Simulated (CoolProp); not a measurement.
Dimethyl ether at several states: Z from the reference equation and from simpler models built on Tc = 127.2 °C, pc = 5.337 MPa, ω = 0.196; each cubic takes its own stable root.

Values from CoolProp's reference Helmholtz-energy equation of state, Wu 2011.

| T (°C) | p (MPa) | phase | reference |
|---|---|---|---|
| -86.95 | 0.149 | liquid | 0.005435 |
| 56.45 | 24.7 | liquid | 0.6288 |
| -54.65 | 0.0354 | liquid | 0.001158 |
| 99.85 | 14.6 | liquid | 0.3796 |

**Question.** How far does each simpler model (van der Waals, Peng-Robinson) lie from the reference over these 4 states: mean and median of the absolute difference, and the worst?

**Answer.** 
- van der Waals: mean 21433.5 %, median 57.1 %, worst +85573.6 % at -54.65 °C and 0.0354 MPa
- Peng-Robinson: mean 2.6 %, median 2.6 %, worst -4.0 % at 56.45 °C and 24.7 MPa

At some of these states van der Waals gives the other phase, because its saturation line lies elsewhere.
